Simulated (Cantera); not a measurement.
A closed system holds: 1 mol Si, 1.1 mol H₂O, 110 mol N₂, held at 58000 Pa.

These are equilibrium values from Cantera (NASA tables, ideal gas, pure condensed phases), not measurements of a reactor. Candidate condensed phases: H₂O, Si, SiO₂, Si₂N₂O, Si₃N₄; 35 gas species. N₂ is the only nitrogen source here; it is nearly inert below about 1500 K, so the nitride shown seldom forms there in practice. Mutual solubility and eutectic melting of coexisting phases are not modelled. The tables hold silica as quartz up to 1696 K and as liquid above; real silica turns to tridymite and cristobalite and melts near 1996 K. Rates play no part.

Q: What share of the Si ends up in condensed phases as a function of T (K), at 1398, 1448, 1498, 1548, 1598, 1648, 1698, 1748, 1798, 1848, 1898, 1948, 1998, 2048?

A: 
```json
[
 {"T (K)": "1398", "Si condensed (%)": "100.0", "as": "SiO₂(β-quartz) + Si₂N₂O(s)"},
 {"T (K)": "1448", "Si condensed (%)": "100.0", "as": "SiO₂(β-quartz) + Si₂N₂O(s)"},
 {"T (K)": "1498", "Si condensed (%)": "100.0", "as": "SiO₂(β-quartz) + Si₂N₂O(s)"},
 {"T (K)": "1548", "Si condensed (%)": "99.8", "as": "SiO₂(β-quartz) + Si₂N₂O(s)"},
 {"T (K)": "1598", "Si condensed (%)": "99.4", "as": "SiO₂(β-quartz) + Si₂N₂O(s)"},
 {"T (K)": "1648", "Si condensed (%)": "98.1", "as": "SiO₂(β-quartz) + Si₂N₂O(s)"},
 {"T (K)": "1698", "Si condensed (%)": "94.5", "as": "SiO₂(condensed) + Si₂N₂O(s)"},
 {"T (K)": "1748", "Si condensed (%)": "85.1", "as": "SiO₂(condensed) + Si₂N₂O(s)"},
 {"T (K)": "1798", "Si condensed (%)": "61.6", "as": "SiO₂(condensed) + Si₂N₂O(s)"},
 {"T (K)": "1848", "Si condensed (%)": "9.9", "as": "SiO₂(condensed)"},
 {"T (K)": "1898", "Si condensed (%)": "9.7", "as": "SiO₂(condensed)"},
 {"T (K)": "1948", "Si condensed (%)": "9.3", "as": "SiO₂(condensed)"},
 {"T (K)": "1998", "Si condensed (%)": "8.4", "as": "SiO₂(l)"},
 {"T (K)": "2048", "Si condensed (%)": "6.7", "as": "SiO₂(l)"}
]
```
